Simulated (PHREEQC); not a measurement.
A solution holds 1.3 mmol/kgw NH4Cl, at 25 °C. Closed to the air; pH follows from the charge balance.

Computed with PHREEQC (ion-association model, phreeqc.dat).

No solid was allowed to form.

Q: What pH, specific conductance does the model give?

A: pH 6.08; specific conductance 190 µS/cm.
